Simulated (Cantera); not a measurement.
**Low-pressure radical oxidation in H2/O2**

An isothermal, constant-pressure homogeneous reactor starts with H₂ : O₂ = 0.14 : 1 (molar parts), equivalence ratio 0.070, at 925 K and 0.0133 bar.

Cantera simulation using GRI-Mech 3.0 (53 species, 325 reactions); the numbers are that mechanism's predictions, not measurements. Radical loss at walls, strong at low pressure, is not modelled. Below about 950 K walls govern HO2 and H2O2 in real vessels. The temperature is held fixed by assumption; the heat of reaction is taken as removed at once.

```tsv
t (s)	x H₂	x O₂	x H₂O	x OH	x HO₂	x H₂O₂
2.00e-5	0.123	0.877	<1e-12	<1e-12	2.27e-12	<1e-12
7.02e-5	0.123	0.877	<1e-12	<1e-12	8.00e-12	<1e-12
0.000246	0.123	0.877	1.02e-11	4.89e-12	2.84e-11	<1e-12
0.000865	0.123	0.877	3.29e-10	5.87e-11	1.07e-10	<1e-12
0.00304	0.123	0.877	2.82e-7	3.89e-8	7.37e-9	1.36e-12
0.0107	0.00972	0.842	0.100	0.00309	1.51e-5	3.36e-7
0.0374	0.000460	0.868	0.130	0.000385	8.26e-6	2.60e-7
0.131	4.28e-5	0.869	0.131	8.62e-5	1.78e-6	1.30e-7
0.461	3.99e-6	0.869	0.131	2.85e-5	2.89e-7	5.07e-8
1.62	2.77e-7	0.869	0.131	1.09e-5	4.66e-8	1.79e-8
5.68	2.30e-8	0.869	0.131	4.70e-6	9.31e-9	6.38e-9
19.9	4.06e-9	0.869	0.131	2.25e-6	2.26e-9	2.32e-9
70.0	9.43e-10	0.869	0.131	1.13e-6	6.20e-10	8.15e-10
```
x: mole fraction; the columns are a selection and need not sum to one.

Equilibrium at this temperature and pressure: H₂ 9.56e-12, O₂ 0.869, H₂O 0.131, OH 1.14e-7, HO₂ 2.87e-10, H₂O₂ 1.41e-11 (gas phase only).
